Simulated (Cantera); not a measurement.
Cantera run:

```python
import numpy as np
import cantera as ct

gas_names = [...]  # 77 gases of nasa_gas.yaml made of C, H, Ti
cond_names = """
    C(gr) C6H6(L) C7H8(L) C8H18(L),n-octa Ti(a) Ti(b) Ti(L) TiC(s) TiC(L)
""".split()


# ... load() reads the species with a 1 bar reference pressure and builds the phases ...
atoms = {
    'Ti': {'Ti': 1},
    'H2': {'H': 2},
    'CH4': {'C': 1, 'H': 4},
}
top_T = {'C(gr)': 4500}  # K; cautious upper limits of use, not melting points


# ... equilibrate(T, P, feed) seeds the gas with the atoms and calls Mixture.equilibrate('TP', solver="vcs", rtol=1e-11, max_steps=5000) ...
results = []
feed = {'Ti': 1, 'H2': 1.6, 'CH4': 0.19}  # mol
T = 1800  # K
P = 10000  # Pa
mix = equilibrate(T, P, feed)
results.append((T, P, feed, dict(zip(mix.species_names, mix.species_moles))))
x = sorted(zip(gas.X, gas.species_names), reverse=True)
print(f"T = {T:g} K  P = {P:g} Pa  gas = {mix.phase_moles(0):.4g} mol")
print("   x: " + "  ".join(f"{s} {v:.3e}" for v, s in x if v > 1e-05))
print("   condensed (mol): " + ("  ".join(f"{mix.phase(i).name} {mix.phase_moles(i):.4g}"
      for i in range(1, mix.n_phases) if mix.phase_moles(i) > 1e-12) or "none"))
```

Output:

```
T = 1800 K  P = 10000 Pa  gas = 1.981 mol
   x: H2 9.989e-01  H 1.132e-03
   condensed (mol): Ti(b) 0.81  TiC(s) 0.19
```

These are equilibrium values from Cantera (NASA tables, ideal gas, pure condensed phases), not measurements of a reactor. Mutual solubility and eutectic melting of coexisting phases are not modelled. TiC: taken at fixed stoichiometry. Condensed phases not in the tables: N, O or C dissolved in the metal.
